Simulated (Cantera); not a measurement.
Feed: 1 mol Si₂H₆, 2.8 mol O₃, 3 mol O₂, at 0.240 bar.

Equilibrium computed with Cantera from the NASA thermochemical tables; the gas is ideal and each condensed phase is pure. Candidate condensed phases: H₂O, Si, SiO₂; 18 gas species. The feed counts by its element totals alone. The tables hold silica as quartz up to 1696 K and as liquid above; real silica turns to tridymite and cristobalite and melts near 1996 K. Gases not in the tables: Si(OH)₄. Kinetics and transport are ignored.

**Question.** Which condensed phases are stable at each of these points (T (°C)): 1025, 1100, 1175, 1250, 1325, 1400, 1475?

**Answer.** 
| T (°C) | condensed phases | Si condensed (%) |
|---|---|---|
| 1025 | SiO₂(β-quartz) | 100.0 |
| 1100 | SiO₂(β-quartz) | 100.0 |
| 1175 | SiO₂(β-quartz) | 100.0 |
| 1250 | SiO₂(β-quartz) | 100.0 |
| 1325 | SiO₂(β-quartz) | 100.0 |
| 1400 | SiO₂(β-quartz) | 100.0 |
| 1475 | SiO₂(condensed) | 100.0 |

From 1025 °C to 1400 °C the condensed part is SiO₂(β-quartz). At 1475 °C the condensed part is SiO₂(condensed).
